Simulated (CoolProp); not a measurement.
A simple Rankine cycle with R134a: condensing at 293.15 K, boiler at 1.52 MPa, turbine inlet 334 K, turbine efficiency 0.65, pump efficiency 0.7, no recuperator. Each further row changes one setting.

Values from CoolProp's reference Helmholtz-energy equation of state, Tillner-Roth 1994.

| case | thermal efficiency (%) | net work (kJ/kg) | heat in (kJ/kg) | turbine exit temperature (K) | volume ratio over the turbine |
|---|---|---|---|---|---|
| as stated | 6.0 | 12.1 | 203 | 302.2 | 2.82 |
| turbine inlet 354 K | 6.1 | 13.8 | 227 | 324.9 | 2.73 |
| condensing temperature 285.15 K | 7.2 | 15.4 | ? | 295.6 | 3.64 |
| boiler pressure 1.06 MPa | 4.0 | 8.59 | 213 | 316.2 | 1.88 |
| turbine efficiency 0.55 | ? | ? | 203 | 304.3 | 2.85 |

**Question.** Complete the blanks.

**Answer.** 
- condensing temperature 285.15 K, heat in (kJ/kg): 214
- turbine efficiency 0.55, thermal efficiency (%): 5.0
- turbine efficiency 0.55, net work (kJ/kg): 10.1
